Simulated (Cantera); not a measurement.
Feed: 1 mol SiH2Cl2, 32 mol N2, held at 0.105 Torr.

Cantera equilibrium calculation (NASA polynomials, part measured and part estimated; ideal gas, pure solids and liquids). Candidate condensed phases: NH4Cl, Si, Si3N4; 28 gas species. Kinetics and transport are ignored.

Question: What share of the Si ends up in condensed phases as a function of T (°C), at 1227, 1277, 1327, 1377, 1427, 1477, 1527, 1577, 1627?

Answer: 
```csv
T (°C),Si condensed (%),as
1227,28.2,Si3N4(s)
1277,21.1,Si3N4(s)
1327,18.7,Si(s)
1377,13.9,Si(s)
1427,3.0,Si(l)
1477,0.0,-
1527,0.0,-
1577,0.0,-
1627,0.0,-
```
